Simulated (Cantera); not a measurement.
Input (Python, Cantera) and output of one run.

```python
import numpy as np
import cantera as ct

gas_names = """
    C CH CH2 CH3 CH2OH CH3O CH4 CH3OH CO CO2 COOH C2 C2H CHCO,ketyl C2H2,acetylene C2H2,vinylidene
    CH2CO,ketene C2H3,vinyl CH3CO,acetyl C2H4 C2H4O,ethylen CH3CHO,ethanal CH3COOH (HCOOH)2 C2H5 C2H6
    CH3OCH3 C2H5OH C2O C3 C3H3,propargyl C3H4,allene C3H4,propyne C3H4,cyclo- C3H5,allyl C3H6,propylene
    C3H6,cyclo- C3H6O C3H7,n-propyl C3H7,i-propyl C3H8 C3H8O,1propanol C3H8O,2propanol C3O2 C4 C4H2
    C4H4,1,3-cyclo- C4H6,butadiene C4H6,2-butyne C4H6,cyclo- C4H8,1-butene C4H8,cis2-buten
    C4H8,tr2-butene C4H8,isobutene C4H8,cyclo- (CH3COOH)2 C4H9,n-butyl C4H9,i-butyl C4H9,s-butyl
    C4H9,t-butyl C4H10,isobutane C4H10,n-butane C5 C5H6,1,3cyclo- C5H8,cyclo- C5H10,1-pentene
    C5H10,cyclo- C5H11,pentyl C5H11,t-pentyl C5H12,n-pentane C5H12,i-pentane CH3C(CH3)2CH3 C6H2
    C6H5,phenyl C6H5O,phenoxy C6H6 C6H5OH,phenol C6H10,cyclo- C6H12,1-hexene C6H12,cyclo- C6H13,n-hexyl
    C7H7,benzyl C7H8 C7H8O,cresol C7H14,1-heptene C7H15,n-heptyl C7H16,n-heptane C8H8,styrene
    C8H10,ethylbenz C8H16,1-octene C8H17,n-octyl C8H18,isooctane C8H18,n-octane C9H19,n-nonyl
    C10H8,naphthale C10H21,n-decyl C12H9,o-bipheny C12H10,bipheny H HCO HO2 H2 HCHO,formaldehy HCOOH H2O
    H2O2 Mg MgH MgO MgOH MgO2H2 Mg2 O OH O2 O3
""".split()
cond_names = """
    C(gr) C6H6(L) C7H8(L) C8H18(L),n-octa H2O(s) H2O(L) Mg(cr) Mg(L) MgCO3(s) MgO(s) MgO(L) MgO2H2(s)
""".split()


def load(file, names, dense=False):
    # The tables refer to 1 bar. Condensed volumes are neglected.
    table = {s.name: s for s in ct.Species.list_from_file(file)}
    out = []
    for n in names:
        d = dict(table[n].input_data)
        d["thermo"] = dict(d["thermo"], **{"reference-pressure": 1e5})
        if dense:
            d["equation-of-state"] = {"model": "constant-volume", "density": "1e6 g/cm^3"}
        out.append(ct.Species.from_dict(d))
    return out


gas = ct.Solution(thermo="ideal-gas", species=load("nasa_gas.yaml", gas_names))
cond = {s.name: ct.Solution(thermo="fixed-stoichiometry", species=[s], name=s.name)
        for s in load("nasa_condensed.yaml", cond_names, dense=True)}
atoms = {
    'MgO': {'Mg': 1, 'O': 1},
    'H2': {'H': 2},
    'C': {'C': 1},
}
top_T = {'C(gr)': 4500}  # K; cautious upper limits of use, not melting points


def equilibrate(T, P, feed):
    n = {}
    for name, mol in feed.items():
        for a, k in atoms[name].items():
            n[a] = n.get(a, 0.0) + k * mol
    gas.TPX = T, P, n
    mass = sum(n.values()) * gas.mean_molecular_weight
    gas.equilibrate("TP")
    valid = [c for c in cond.values() if c.min_temp <= T <= top_T.get(c.name, c.max_temp)]
    mix = ct.Mixture([(gas, mass / gas.mean_molecular_weight)] + [(c, 0.0) for c in valid])
    mix.T, mix.P = T, P
    mix.equilibrate("TP", solver="vcs", rtol=1e-11, max_steps=5000)
    return mix


results = []
feed = {'MgO': 1, 'H2': 1.4, 'C': 0.057}  # mol
T = 2725  # K
P = 12  # Pa
mix = equilibrate(T, P, feed)
results.append((T, P, feed, dict(zip(mix.species_names, mix.species_moles))))
x = sorted(zip(gas.X, gas.species_names), reverse=True)
print(f"T = {T:g} K  P = {P:g} Pa  gas = {mix.phase_moles(0):.4g} mol")
print("   x: " + "  ".join(f"{s} {v:.3e}" for v, s in x if v > 0.0001))
print("   condensed (mol): " + ("  ".join(f"{mix.phase(i).name} {mix.phase_moles(i):.4g}"
      for i in range(1, mix.n_phases) if mix.phase_moles(i) > 1e-12) or "none"))
```

Output:

```
T = 2725 K  P = 12 Pa  gas = 4.711 mol
   x: H 5.685e-01  Mg 2.121e-01  O 1.890e-01  CO 1.204e-02  H2 9.960e-03  OH 5.214e-03  O2 2.666e-03  H2O 3.483e-04  MgO 1.803e-04
   condensed (mol): none
```

Method: chemical equilibrium by Gibbs-energy minimisation in Cantera with the NASA 1993 tables (ideal gas, pure condensed phases).
